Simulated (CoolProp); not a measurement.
Vapour-liquid equilibrium of dimethyl ether (1) + n-butane (2) at 60.65 °C; x and y are mole fractions of (1).

Model: multi-fluid Helmholtz-energy mixture model, Wu 2011 and Bücker 2006; pair parameters Bell 2016, in CoolProp.

```json
[
 {"x": "0.05", "bubble pressure (kPa)": "…", "y at the bubble point": "…", "dew pressure at overall composition x (kPa)": "674.0", "liquid density (mol/L)": "9.211"},
 {"x": "0.15", "bubble pressure (kPa)": "833.2", "y at the bubble point": "0.302", "dew pressure at overall composition x (kPa)": "730.7", "liquid density (mol/L)": "9.467"},
 {"x": "0.25", "bubble pressure (kPa)": "…", "y at the bubble point": "0.433", "dew pressure at overall composition x (kPa)": "795.8", "liquid density (mol/L)": "9.744"},
 {"x": "0.35", "bubble pressure (kPa)": "1035", "y at the bubble point": "0.534", "dew pressure at overall composition x (kPa)": "…", "liquid density (mol/L)": "10.04"},
 {"x": "0.45", "bubble pressure (kPa)": "1121", "y at the bubble point": "0.619", "dew pressure at overall composition x (kPa)": "955.5", "liquid density (mol/L)": "10.37"},
 {"x": "0.55", "bubble pressure (kPa)": "…", "y at the bubble point": "0.693", "dew pressure at overall composition x (kPa)": "…", "liquid density (mol/L)": "10.73"},
 {"x": "0.65", "bubble pressure (kPa)": "1270", "y at the bubble point": "0.760", "dew pressure at overall composition x (kPa)": "1154", "liquid density (mol/L)": "11.14"},
 {"x": "0.75", "bubble pressure (kPa)": "1334", "y at the bubble point": "0.826", "dew pressure at overall composition x (kPa)": "1259", "liquid density (mol/L)": "11.59"},
 {"x": "0.85", "bubble pressure (kPa)": "1393", "y at the bubble point": "0.892", "dew pressure at overall composition x (kPa)": "1356", "liquid density (mol/L)": "12.09"},
 {"x": "0.95", "bubble pressure (kPa)": "1446", "y at the bubble point": "0.963", "dew pressure at overall composition x (kPa)": "1437", "liquid density (mol/L)": "…"}
]
```

Question: Some entries are withheld; supply them.

Answer: 
- 0.05, bubble pressure (kPa): 713.5
- 0.05, y at the bubble point: 0.121
- 0.25, bubble pressure (kPa): 939.9
- 0.35, dew pressure at overall composition x (kPa): 870.4
- 0.55, bubble pressure (kPa): 1199
- 0.55, dew pressure at overall composition x (kPa): 1051
- 0.95, liquid density (mol/L): 12.66

No azeotrope shows between x = 0.05 and 0.95.

The pair parameters rest on a limited set of measurements; away from them the model extrapolates.
